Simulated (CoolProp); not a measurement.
Vapour-liquid equilibrium of R125 (1) + fluoroethane (R161) (2) at 207.5 K; x and y are mole fractions of (1).

The numbers come from the multi-fluid Helmholtz-energy mixture model, Lemmon 2005 and Wu 2012; pair parameters Bell 2016 in CoolProp.

| x | bubble pressure (bar) | y at the bubble point | dew pressure at overall composition x (bar) | liquid density (mol/L) |
|---|---|---|---|---|
| 0.05 | 0.2330 | 0.074 | 0.2311 | 17.53 |
| 0.125 | 0.2440 | 0.191 | 0.2375 | 17.12 |
| 0.2 | 0.2574 | 0.305 | 0.2450 | 16.72 |
| 0.275 | 0.2726 | 0.412 | 0.2536 | 16.33 |
| 0.35 | 0.2886 | 0.506 | 0.2634 | 15.95 |
| 0.425 | 0.3047 | 0.588 | 0.2747 | 15.58 |
| 0.5 | 0.3203 | 0.659 | 0.2875 | 15.22 |
| 0.575 | 0.3348 | 0.720 | 0.3020 | 14.87 |
| 0.65 | 0.3480 | 0.773 | 0.3182 | 14.53 |
| 0.725 | 0.3598 | 0.821 | 0.3360 | 14.21 |
| 0.8 | 0.3704 | 0.867 | 0.3547 | 13.90 |
| 0.875 | 0.3797 | 0.913 | 0.3722 | 13.60 |
| 0.95 | 0.3878 | 0.962 | 0.3860 | 13.31 |

No azeotrope shows between x = 0.05 and 0.95.

The pair parameters rest on a limited set of measurements; away from them the model extrapolates. The gap from Raoult's law changes sign with composition, which may be real or a fault of the pair parameters; it wasn't checked against measurements.
